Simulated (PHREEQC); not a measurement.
1 kg of water holding 0.43 mol KCl, 0.093 mol MgCl2 and 0.33 mol NaCl is evaporated at 25 °C; the solids stay in contact with the brine. No CO2 enters from the air. Solids allowed: Bischofite, Brucite, Carnallite, Halite, Sylvite, MgCl2_4H2O. Others were left out.

The series has 23 steps of water left (kg), from 1 to 0.006.

Model: Pitzer model, pitzer.dat, run in PHREEQC.

Problem. Which solids form, in which order, and at which step of the series does each first stand?

Solution. Sylvite from water left = 0.1407 kg; Halite from water left = 0.07809 kg; Carnallite from water left = 0.0176 kg.
